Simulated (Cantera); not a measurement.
**Thermodynamics of carbothermic reduction, feed MgO + C + CO**

A closed system holds: 1 mol MgO, 6.6 mol C, 0.12 mol CO, equilibrated at 2400 K and 6.90 bar.

Method: chemical equilibrium by Gibbs-energy minimisation in Cantera with the NASA 1993 tables (ideal gas, pure condensed phases). Candidate condensed phases: C, Mg, MgCO3, MgO; 15 gas species. The numbers say what is thermodynamically allowed, not how fast it happens.

```json
{
 "x(CO)": "0.528",
 "x(Mg)": "0.472",
 "x(Mg2)": "0.000123",
 "x(CO2)": "1.03e-5",
 "n(C(graphite))": "5.60 mol",
 "gas_amount": "2.120 mol",
 "log10 activity of Mg(l) (absent)": "-1.51"
}
```
